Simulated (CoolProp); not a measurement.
Vapour pressure (MPa) of CH3F (R41): the reference equation beside estimates from Tc = 317.3 K, pc = 5.906 MPa, ω = 0.200.

Computed with CoolProp (reference Helmholtz-energy equation of state, Lemmon 2006). It is a short technical equation, of lower accuracy than the large ones.

| T (K) | reference | Soave-Redlich-Kwong | Peng-Robinson |
|---|---|---|---|
| 203.5 | 0.1600 | 0.1563 | 0.1577 |
| 206.5 | 0.1854 | 0.1820 | 0.1831 |
| 209.6 | 0.2149 | 0.2118 | 0.2127 |
| 212.6 | 0.2468 | 0.2441 | 0.2447 |
| 215.6 | 0.2823 | 0.2802 | 0.2803 |
| 218.6 | 0.3215 | 0.3202 | 0.3197 |
| 221.7 | 0.3663 | 0.3660 | 0.3649 |
| 224.7 | 0.4141 | 0.4149 | 0.4131 |
| 227.7 | 0.4664 | 0.4687 | 0.4661 |
| 230.8 | 0.5257 | 0.5296 | 0.5261 |
| 233.8 | 0.5884 | 0.5941 | 0.5896 |

Absolute difference from the reference over all 11 rows, mean and median: Soave-Redlich-Kwong 0.9 and 0.7 %, Peng-Robinson 0.6 and 0.6 %.
